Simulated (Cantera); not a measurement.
An isothermal plug-flow reactor at 873 K and 1280 Torr (inlet), inlet velocity 4.3 m/s, active area per volume 940 1/m; feed 2.36 % H2, 12.9 % O2, 84.8 % N2.

Cantera simulation using Deutschmann's 1995 Pt surface mechanism with GRI-Mech 3.0 gas chemistry; the numbers are that mechanism's predictions, not measurements. Catalytic surfaces can have several steady states; this one follows from the mechanism file's or the stated starting coverage. Mass transfer to the wall is taken as infinitely fast.

**Question.** Predict: x(H2) at z = 0.0034 m; x(O2) at z = 0.0034 m; x(H2O) at z = 0.0034 m; θ(free Pt) at the exit; θ(O*) at the exit; θ(OH*) at the exit.

**Answer.** x(H2) at z = 0.0034 m: 0.00117
x(O2) at z = 0.0034 m: 0.119
x(H2O) at z = 0.0034 m: 0.0227
θ(free Pt) at the exit: 0.0699
θ(O*) at the exit: 0.926
θ(OH*) at the exit: 0.00378
